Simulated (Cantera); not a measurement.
A Cantera script and what it prints.

```python
import numpy as np
import cantera as ct

gas_names = [...]  # 92 gases of nasa_gas.yaml made of C, H, N
cond_names = """
    C(gr) C6H6(L) C7H8(L) C8H18(L),n-octa
""".split()


# ... load() reads the species with a 1 bar reference pressure and builds the phases ...
atoms = {
    'C2H6': {'C': 2, 'H': 6},
    'NH3': {'N': 1, 'H': 3},
}
top_T = {'C(gr)': 4500}  # K; cautious upper limits of use, not melting points


# ... equilibrate(T, P, feed) seeds the gas with the atoms and calls Mixture.equilibrate('TP', solver="vcs", rtol=1e-11, max_steps=5000) ...
results = []
feed = {'C2H6': 1, 'NH3': 0.015}  # mol
P = 2000000  # Pa
for T in [1923, 1973, 2023, 2073, 2123, 2173, 2223, 2273, 2323, 2373, 2423, 2473, 2523, 2573]:
    mix = equilibrate(T, P, feed)
    results.append((T, P, feed, dict(zip(mix.species_names, mix.species_moles))))
    x = sorted(zip(gas.X, gas.species_names), reverse=True)
    print(f"T = {T:g} K  P = {P:g} Pa  gas = {mix.phase_moles(0):.4g} mol")
    print("   x: " + "  ".join(f"{s} {v:.3e}" for v, s in x if v > 1e-05))
    print("   condensed (mol): " + ("  ".join(f"{mix.phase(i).name} {mix.phase_moles(i):.4g}"
          for i in range(1, mix.n_phases) if mix.phase_moles(i) > 1e-12) or "none"))
```

Output:

```
T = 1923 K  P = 2e+06 Pa  gas = 2.999 mol
   x: H2 9.862e-01  CH4 1.022e-02  N2 2.225e-03  HCN 5.038e-04  C2H2,acetylene 4.451e-04  H 2.092e-04  C2H4 9.258e-05  CH3 4.333e-05  HNC 2.476e-05  NH3 2.123e-05
   condensed (mol): C(gr) 1.964
T = 1973 K  P = 2e+06 Pa  gas = 3.003 mol
   x: H2 9.872e-01  CH4 8.897e-03  N2 2.164e-03  C2H2,acetylene 6.324e-04  HCN 6.119e-04  H 2.998e-04  C2H4 9.802e-05  CH3 5.367e-05  HNC 3.309e-05  NH3 1.919e-05
   condensed (mol): C(gr) 1.967
T = 2023 K  P = 2e+06 Pa  gas = 3.007 mol
   x: H2 9.878e-01  CH4 7.798e-03  N2 2.096e-03  C2H2,acetylene 8.824e-04  HCN 7.338e-04  H 4.221e-04  C2H4 1.034e-04  CH3 6.573e-05  HNC 4.345e-05  NH3 1.739e-05
   condensed (mol): C(gr) 1.968
T = 2073 K  P = 2e+06 Pa  gas = 3.01 mol
   x: H2 9.882e-01  CH4 6.878e-03  N2 2.020e-03  C2H2,acetylene 1.211e-03  HCN 8.692e-04  H 5.846e-04  C2H4 1.088e-04  CH3 7.967e-05  HNC 5.612e-05  NH3 1.577e-05
   condensed (mol): C(gr) 1.968
T = 2123 K  P = 2e+06 Pa  gas = 3.012 mol
   x: H2 9.882e-01  CH4 6.103e-03  N2 1.937e-03  C2H2,acetylene 1.637e-03  HCN 1.018e-03  H 7.975e-04  C2H4 1.141e-04  CH3 9.563e-05  HNC 7.134e-05  NH3 1.432e-05
   condensed (mol): C(gr) 1.967
T = 2173 K  P = 2e+06 Pa  gas = 3.015 mol
   x: H2 9.879e-01  CH4 5.444e-03  C2H2,acetylene 2.180e-03  N2 1.846e-03  HCN 1.178e-03  H 1.072e-03  C2H4 1.193e-04  CH3 1.138e-04  HNC 8.932e-05  NH3 1.301e-05
   condensed (mol): C(gr) 1.965
T = 2223 K  P = 2e+06 Pa  gas = 3.017 mol
   x: H2 9.873e-01  CH4 4.880e-03  C2H2,acetylene 2.865e-03  N2 1.749e-03  H 1.423e-03  HCN 1.348e-03  CH3 1.342e-04  C2H4 1.244e-04  HNC 1.102e-04  NH3 1.181e-05
   condensed (mol): C(gr) 1.962
T = 2273 K  P = 2e+06 Pa  gas = 3.019 mol
   x: H2 9.864e-01  CH4 4.395e-03  C2H2,acetylene 3.719e-03  H 1.866e-03  N2 1.647e-03  HCN 1.527e-03  CH3 1.570e-04  HNC 1.341e-04  C2H4 1.294e-04  NH3 1.072e-05
   condensed (mol): C(gr) 1.958
T = 2323 K  P = 2e+06 Pa  gas = 3.021 mol
   x: H2 9.851e-01  C2H2,acetylene 4.770e-03  CH4 3.974e-03  H 2.417e-03  HCN 1.712e-03  N2 1.540e-03  CH3 1.823e-04  HNC 1.609e-04  C2H4 1.343e-04
   condensed (mol): C(gr) 1.952
T = 2373 K  P = 2e+06 Pa  gas = 3.023 mol
   x: H2 9.833e-01  C2H2,acetylene 6.049e-03  CH4 3.608e-03  H 3.097e-03  HCN 1.900e-03  N2 1.430e-03  CH3 2.102e-04  HNC 1.907e-04  C2H4 1.390e-04  C4H2 1.529e-05
   condensed (mol): C(gr) 1.944
T = 2423 K  P = 2e+06 Pa  gas = 3.025 mol
   x: H2 9.811e-01  C2H2,acetylene 7.592e-03  H 3.927e-03  CH4 3.286e-03  HCN 2.088e-03  N2 1.318e-03  CH3 2.407e-04  HNC 2.231e-04  C2H4 1.435e-04  C4H2 2.419e-05
   condensed (mol): C(gr) 1.935
T = 2473 K  P = 2e+06 Pa  gas = 3.027 mol
   x: H2 9.784e-01  C2H2,acetylene 9.434e-03  H 4.932e-03  CH4 3.002e-03  HCN 2.273e-03  N2 1.207e-03  CH3 2.738e-04  HNC 2.579e-04  C2H4 1.478e-04  C4H2 3.753e-05
   condensed (mol): C(gr) 1.924
T = 2523 K  P = 2e+06 Pa  gas = 3.03 mol
   x: H2 9.751e-01  C2H2,acetylene 1.161e-02  H 6.137e-03  CH4 2.750e-03  HCN 2.452e-03  N2 1.097e-03  CH3 3.096e-04  HNC 2.947e-04  C2H4 1.518e-04  C4H2 5.715e-05  C3H3,propargyl 1.018e-05
   condensed (mol): C(gr) 1.91
T = 2573 K  P = 2e+06 Pa  gas = 3.033 mol
   x: H2 9.711e-01  C2H2,acetylene 1.416e-02  H 7.569e-03  HCN 2.622e-03  CH4 2.524e-03  N2 9.902e-04  CH3 3.478e-04  HNC 3.331e-04  C2H4 1.555e-04  C4H2 8.552e-05  C2H2,vinylidene 1.403e-05  C3H3,propargyl 1.374e-05  C2H3,vinyl 1.245e-05
   condensed (mol): C(gr) 1.894
```

Cantera equilibrium calculation (NASA polynomials, part measured and part estimated; ideal gas, pure solids and liquids).
